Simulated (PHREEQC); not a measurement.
Solution (25 °C): 0.062 mol/kgw HBr and 0.035 mol/kgw CaCl2. Closed to the air; pH follows from the charge balance.

All values are PHREEQC results (ion-association model, phreeqc.dat), not measurements.

```csv
quantity,before,after
pH,1.30,1.99
ionic strength (mol/kgw),0.167,0.117
```

Which change was made?
(A) HBr left out
(B) 0.03 mol/kgw NaF added
(C) HBr from 0.062 to 0.0124 mol/kgw
(D) 0.00065 mol/kgw H4SiO4 added
(E) temperature from 25 to 65 °C

C, HBr from 0.062 to 0.0124 mol/kgw

This is a speciation only: nothing precipitates in the calculation.
